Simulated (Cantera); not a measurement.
# Thermodynamics of fluorocarbon and chlorocarbon gases, feed CHF₃ + H₂

Feed: 1 mol CHF₃, 0.092 mol H₂, equilibrated at 1075 K and 1800 Pa.

Equilibrium computed with Cantera from the NASA thermochemical tables; the gas is ideal and each condensed phase is pure. Candidate condensed phases: C, C₆H₆, C₇H₈, C₈H₁₈; 95 gas species. Gases not in the tables: C₂F₆ and larger saturated fluorocarbons. Equilibrium is a limit: real reactors are often held back by kinetics, nucleation or transport.

```
Quantity           Result
--------------  ---------
x(HF)               0.723
x(CF₄)              0.277
n(C(graphite))  0.546 mol
gas amount      1.638 mol
```
